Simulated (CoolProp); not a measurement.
A simple Rankine cycle with trans-2-butene: condensing at 305.15 K, boiler at 1.76 MPa, turbine inlet 524 K, turbine efficiency 0.6, pump efficiency 0.7, no recuperator. Each further row changes one setting.

Computed with CoolProp (reference Helmholtz-energy equation of state, Lemmon 2005). It is a short technical equation, of lower accuracy than the large ones.

```csv
case,thermal efficiency (%),net work (kJ/kg),heat in (kJ/kg),turbine exit temperature (K),volume ratio over the turbine
as stated,9.0,71.7,797,483.4,5.97
condensing temperature 297.15 K,10.0,81.5,815,478.6,7.60
boiler pressure 1.23 MPa,7.4,59.6,805,492.4,4.15
turbine efficiency 0.5,7.4,59.2,797,489.0,6.05
```
